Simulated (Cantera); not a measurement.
An isothermal plug-flow reactor at 1148 K and 100000 Pa (inlet), inlet velocity 2.7 m/s, active area per volume 1100 1/m; feed 0.320 % CH4, 6.04 % O2, 93.6 % N2, equivalence ratio 0.11.

Model: Deutschmann's 1995 Pt surface mechanism with GRI-Mech 3.0 gas chemistry, integrated in Cantera. Catalytic surfaces can have several steady states; this one follows from the mechanism file's or the stated starting coverage. Mass transfer to the wall is taken as infinitely fast.

Problem. Predict: x(CH4) at z = 0.026 m; x(O2) at z = 0.026 m; x(H2O) at z = 0.026 m; x(CO2) at z = 0.026 m; x(CO) at z = 0.026 m; θ(free Pt) at the exit; θ(O*) at the exit; θ(OH*) at the exit.

Solution. x(CH4) at z = 0.026 m: 5.48e-5
x(O2) at z = 0.026 m: 0.0542
x(H2O) at z = 0.026 m: 0.00625
x(CO2) at z = 0.026 m: 0.00312
x(CO) at z = 0.026 m: 7.43e-8
θ(free Pt) at the exit: 0.402
θ(O*) at the exit: 0.597
θ(OH*) at the exit: 0.00111
